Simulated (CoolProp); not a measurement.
Saturation properties of R236FA (Tc = 398.1 K, pc = 3191 kPa, ω = 0.377).

Values from CoolProp's reference Helmholtz-energy equation of state, Pan 2012.

```
T (K)  p (kPa)  liquid density (kg/m³)  vapour density (kg/m³)  enthalpy of vaporisation (kJ/kg)  liquid cp (kJ/(kg K))  surface tension (mN/m)
-----  -------  ----------------------  ----------------------  --------------------------------  ---------------------  ----------------------
191.6   0.5819                    1676                 0.05558                             198.7                  1.181                    23.7
201.5    1.461                    1649                  0.1329                             193.5                  1.171                    22.3
211.5    3.324                    1621                  0.2884                             188.5                  1.164                    20.9
221.4    6.850                    1594                  0.5694                             183.6                  1.162                    19.5
231.4    13.16                    1566                   1.051                             178.8                  1.162                    18.2
241.3    23.50                    1537                   1.810                             174.1                  1.166                    16.8
251.3    39.90                    1508                   2.974                             169.3                  1.172                    15.5
261.2    64.18                    1478                   4.649                             164.6                  1.181                    14.2
```

It boils at 271.7 K under 1 atm.

Surface tension comes from a separate correlation (Mulero 2012).
